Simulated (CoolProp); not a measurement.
Vapour-liquid equilibrium of dimethyl ether (1) + n-butane (2) at 1.85 MPa; x and y are mole fractions of (1).

Computed with CoolProp (multi-fluid Helmholtz-energy mixture model, Wu 2011 and Bücker 2006; pair parameters Bell 2016).

```csv
x,bubble temperature (K),y at the bubble point,dew temperature at overall composition x (K),liquid density (mol/L)
0.05,379.3,0.092,381.1,7.909
0.125,374.0,0.216,377.9,8.214
0.2,…,…,374.7,8.516
0.275,365.2,0.415,371.4,…
0.35,361.7,0.496,…,9.122
0.425,358.6,0.568,364.8,9.434
0.5,…,0.633,361.5,9.758
0.575,353.5,0.692,358.3,10.10
0.65,351.3,0.748,355.1,10.46
0.725,349.5,0.801,352.2,10.84
0.8,347.8,0.854,349.5,…
0.875,346.3,0.907,347.2,11.69
0.95,345.0,0.962,345.3,12.17
```

Q: Complete the blanks.

A: 
- 0.2, bubble temperature (K): 369.3
- 0.2, y at the bubble point: 0.323
- 0.275, liquid density (mol/L): 8.817
- 0.35, dew temperature at overall composition x (K): 368.1
- 0.5, bubble temperature (K): 355.9
- 0.8, liquid density (mol/L): 11.25

No azeotrope shows between x = 0.05 and 0.95.

Pair parameters are fitted to limited data, so mixtures are less certain than the pure fluids.
